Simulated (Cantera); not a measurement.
A closed system holds: 1 mol FeCl3, 0.096 mol H2O, 0.1 mol N2, held at 1423.15 K and 220 Pa.

Method: chemical equilibrium by Gibbs-energy minimisation in Cantera with the NASA 1993 tables (ideal gas, pure condensed phases). Candidate condensed phases: Fe, FeCl2, FeCl3, FeO, Fe(OH)2, Fe(OH)3, Fe2O3, Fe3O4, H2O, NH4Cl; 37 gas species. The numbers say what is thermodynamically allowed, not how fast it happens.

### Question
What is the equilibrium state?

### Answer
```
Item                                       Value
-------------------------------------  ---------
x(FeCl2)                                   0.486
x(Cl)                                      0.213
x(HCl)                                     0.100
x(Cl2)                                    0.0867
x(N2)                                     0.0523
x(FeCl3)                                  0.0365
x(O2)                                     0.0250
x(NO)                                    7.32e-5
x(ClO)                                   4.30e-5
gas amount                             1.912 mol
log10 activity of FeCl2(l) (absent)        -3.36
log10 activity of Fe(γ) (absent)           -6.65
log10 activity of Fe(OH)2(s) (absent)     -14.78
```
